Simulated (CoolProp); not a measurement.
Dimethyl carbonate along the isobar 9.37 MPa: Z from the reference equation and from simpler models built on Tc = 557.0 K, pc = 4.909 MPa, ω = 0.346; each cubic takes its own stable root.

The numbers come from the reference Helmholtz-energy equation of state, Zhou 2011 in CoolProp.

```json
[
 {"T (K)": "539.3", "phase": "liquid", "reference": "0.2725"},
 {"T (K)": "544", "phase": "liquid", "reference": "0.2751"},
 {"T (K)": "548.7", "phase": "liquid", "reference": "0.2783"},
 {"T (K)": "553.3", "phase": "liquid", "reference": "0.2818"},
 {"T (K)": "558", "phase": "supercritical", "reference": "0.2861"},
 {"T (K)": "562.7", "phase": "supercritical", "reference": "0.2911"},
 {"T (K)": "567.3", "phase": "supercritical", "reference": "0.2969"},
 {"T (K)": "572", "phase": "supercritical", "reference": "0.3040"},
 {"T (K)": "576.7", "phase": "supercritical", "reference": "0.3123"},
 {"T (K)": "581.3", "phase": "supercritical", "reference": "0.3220"},
 {"T (K)": "586", "phase": "supercritical", "reference": "0.3337"},
 {"T (K)": "590.7", "phase": "supercritical", "reference": "0.3472"},
 {"T (K)": "595.3", "phase": "supercritical", "reference": "0.3624"},
 {"T (K)": "600", "phase": "supercritical", "reference": "0.3798"}
]
```

Problem. How far does each simpler model (van der Waals, Redlich-Kwong, Soave-Redlich-Kwong, Peng-Robinson) lie from the reference over these 14 states: mean and median of the absolute difference, and the worst?

Solution. 
- van der Waals: mean 36.9 %, median 39.5 %, worst +50.6 % at 539.3 K and 9.37 MPa
- Redlich-Kwong: mean 14.9 %, median 16.7 %, worst +19.2 % at 539.3 K and 9.37 MPa
- Soave-Redlich-Kwong: mean 18.0 %, median 18.2 %, worst +19.0 % at 572 K and 9.37 MPa
- Peng-Robinson: mean 7.0 %, median 7.4 %, worst +8.3 % at 581.3 K and 9.37 MPa
